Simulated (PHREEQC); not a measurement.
Solution (25 °C): 6 mmol/kgw HCl, 0.051 mmol/kgw LiCl and 34 mmol/kgw Na2SO4. Closed to the air; pH follows from the charge balance.

All values are PHREEQC results (ion-association model, phreeqc.dat), not measurements.

```json
[
 {"quantity": "pH", "before": "2.62", "after": "3.10"},
 {"quantity": "ionic strength (mol/kgw)", "before": "0.0951", "after": "0.0205"}
]
```

### Question
What was changed between the two runs?
A) diluted 5-fold with water
B) HCl replaced by AlCl3 at the same molality
C) Na2SO4 left out
D) temperature from 25 to 90 °C
E) Na2SO4 replaced by FeSO4 at the same molality

### Answer
A, diluted 5-fold with water

No solid was allowed to form.
